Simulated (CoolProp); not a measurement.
Values from CoolProp's reference Helmholtz-energy equation of state, de Reuck 1993.

Problem. For methanol, give the phase and the Joule-Thomson coefficient (K/MPa), viscosity (µPa s) at 38.15 °C and 2570 kPa.

Solution. 
- 38.15 °C and 2570 kPa: liquid; Joule-Thomson coefficient -0.308, viscosity 460

Viscosity comes from a separate model (Xiang 2006).
